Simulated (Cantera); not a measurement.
Input (Python, Cantera):

```python
import numpy as np
import cantera as ct

surf = ct.Interface("ptcombust.yaml", "Pt_surf")
gas = surf.adjacent["gas"]
gas.TPX = 625, 330000, {'CO': 0.0079, 'O2': 0.032, 'N2': 0.79, 'H2O': 0.034}
surf.TP = 625, 330000
reactor = ct.FlowReactor(gas, clone=False)
reactor.area = 0.0001  # m2
reactor.surface_area_to_volume_ratio = 2200  # 1/m
reactor.mass_flow_rate = 0.11 * reactor.area * gas.density  # inlet velocity 0.11 m/s
reactor.energy_enabled = False
wall = ct.ReactorSurface(surf, reactor, clone=False)
net = ct.ReactorNet([reactor])
net.rtol, net.atol = 1e-8, 1e-16
show, cover = ['CO', 'O2', 'H2O', 'CO2'], ['PT(S)', 'H(S)', 'O(S)', 'OH(S)', 'CO(S)', 'C(S)']

rows = []
print(f"{'z/m':>9s}{'u/(m/s)':>9s}" + "".join(f"{s:>13s}" for s in show + cover))
for z in [0.00049, 0.001, 0.0023, 0.0049, 0.01, 0.023, 0.049]:
    net.advance(z)
    rows.append([reactor.speed, *gas[show].X, *surf[cover].coverages])
    print(f"{z:9.4g}{rows[-1][0]:9.3g}" + "".join(f"{x:13.4e}" for x in rows[-1][1:]))
```

Result:

```
      z/m  u/(m/s)           CO           O2          H2O          CO2        PT(S)         H(S)         O(S)        OH(S)        CO(S)         C(S)
  0.00049     0.11   8.6999e-03   3.6826e-02   3.9365e-02   4.4671e-04   8.4284e-03   4.9970e-09   6.6625e-03   9.3388e-04   9.8395e-01   2.4988e-14
    0.001     0.11   8.2065e-03   3.6588e-02   3.9375e-02   9.4241e-04   8.7550e-03   5.1079e-09   7.1486e-03   9.8604e-04   9.8308e-01   2.4170e-14
   0.0023     0.11   6.7426e-03   3.5879e-02   3.9404e-02   2.4131e-03   1.0006e-02   5.5066e-09   9.1903e-03   1.1957e-03   9.7957e-01   2.1411e-14
   0.0049     0.11   1.8318e-03   3.3504e-02   3.9501e-02   7.3464e-03   4.0370e-03   1.3634e-10   9.8684e-01   7.8795e-03   1.2277e-03   1.0082e-19
     0.01     0.11   1.4067e-03   3.3299e-02   3.9509e-02   7.7734e-03   2.5072e-03   6.6602e-11   9.9090e-01   6.2231e-03   3.6218e-04   1.8397e-20
    0.023     0.11   9.8072e-04   3.3093e-02   3.9518e-02   8.2014e-03   1.9790e-03   4.6676e-11   9.9232e-01   5.5333e-03   1.5709e-04   6.2893e-21
    0.049     0.11   5.9383e-04   3.2905e-02   3.9525e-02   8.5900e-03   1.7098e-03   3.7473e-11   9.9307e-01   5.1457e-03   7.0951e-05   2.4523e-21
```

Detailed kinetics in Cantera: Deutschmann's 1995 Pt surface mechanism with GRI-Mech 3.0 gas chemistry. Catalytic surfaces can have several steady states; this one follows from the mechanism file's or the stated starting coverage. Mass transfer to the wall is taken as infinitely fast.
